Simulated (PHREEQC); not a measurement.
Synthetic water in mg/L, 38 °C, pH 1.99, pe 12.2:

```tsv
constituent	mg/L
Na	133
K	17.6
Ca	59.8
Mg	30.9
Cl	44.8
S(6) as SO4	1510
Li	1.75
Cd	6.45
B	0.138
Si as SiO2	6.4
Al	6.49
Cu(2)	0.0986
```

Valence states are taken as typed.

All values are PHREEQC results (ion-association model, wateq4f.dat), not measurements.

Each row changes one thing in this solution. Precipitation was switched off in this run.

```tsv
case	ionic strength (mol/kgw)	SO4-2 (mol/kgw)	HSO4- (mol/kgw)	Ca+2 (mol/kgw)	Mg+2 (mol/kgw)	MgSO4 (mol/kgw)	SI of Quartz (SiO2)	SI of Gypsum (CaSO4:2H2O)
as made	0.0327	0.00791	0.00642	0.000993	0.000756	0.000517	-0.17	-1.09
S(6) from 1510 to 3020 mg/L	0.0535	0.0171	0.0125	0.000815	0.000597	0.000678	-0.17	-0.96
Cu(2) from 0.0986 to 0.296 mg/L	0.0327	0.00791	0.00642	0.000993	0.000756	0.000517	-0.17	-1.09
all concentrations times 3 at the same typed pH	0.0846	0.0248	0.0164	0.00233	0.00169	0.00214	+0.31	-0.45
```

Some of these states are supersaturated (in Quartz (slow to form), for instance). Away from 25 °C the constants follow the database's enthalpies or fits; those with neither stay at their 25 °C values.
